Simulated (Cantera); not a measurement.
# LiCl + H2O + H2 (halide evaporation, hydrolysis and transport)

Feed: 1 mol LiCl, 0.14 mol H2O, 27 mol H2, equilibrated at 1425 K and 0.133 bar.

Method: chemical equilibrium by Gibbs-energy minimisation in Cantera with the NASA 1993 tables (ideal gas, pure condensed phases). Candidate condensed phases: H2O, Li, LiCl, LiH, LiOH, Li2O; 25 gas species. Kinetics and transport are ignored.

The x(H2) comes out as 0.960. The x(LiCl) comes out as 0.0338. The x(H2O) is 0.00486 and the x(Li2Cl2) comes out as 0.000797. The x(HCl) is 0.000160, the x(LiOH) is 0.000118 and the x(Li) comes out as 4.07e-5. The x(H) is 1.83e-5, the gas amount is 28.12 mol and the log10 activity of Li2O(s) (absent) comes out as -2.74. The log10 activity of Li(l) (absent) comes out as -4.61.
